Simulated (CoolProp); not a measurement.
Saturation properties of CH2F2 (R32) (Tc = 351.3 K, pc = 5783 kPa, ω = 0.277).

Computed with CoolProp (reference Helmholtz-energy equation of state, Tillner-Roth 1997).

| T (K) | p (kPa) | liquid density (kg/m³) | vapour density (kg/m³) | surface tension (mN/m) | liquid viscosity (µPa s) |
|---|---|---|---|---|---|
| 259.8 | 517.9 | 1100 | 14.14 | 13.4 | 180 |
| 268.2 | 691.7 | 1072 | 18.80 | 11.9 | 162 |
| 276.5 | 904.0 | 1044 | 24.58 | 10.4 | 146 |
| 284.9 | 1166 | 1013 | 31.89 | 8.96 | 132 |
| 293.3 | 1481 | 980.8 | 41.04 | 7.57 | 119 |
| 301.7 | 1856 | 945.9 | 52.51 | 6.23 | 107 |
| 310 | 2293 | 908.3 | 66.84 | 4.96 | 95.9 |
| 318.4 | 2811 | 865.9 | 85.49 | 3.73 | 85.7 |
| 326.8 | 3414 | 817.0 | 110.2 | 2.58 | 76.1 |
| 335.2 | 4113 | 757.4 | 145.0 | 1.53 | 66.7 |
| 343.5 | 4913 | 676.7 | 199.8 | 0.618 | 57.0 |

It boils at 221.5 K under 1 atm.

Viscosity comes from a separate model (Bell 2016), an estimate that may be off by 10 % or more. Surface tension comes from a separate correlation (Mulero 2012).
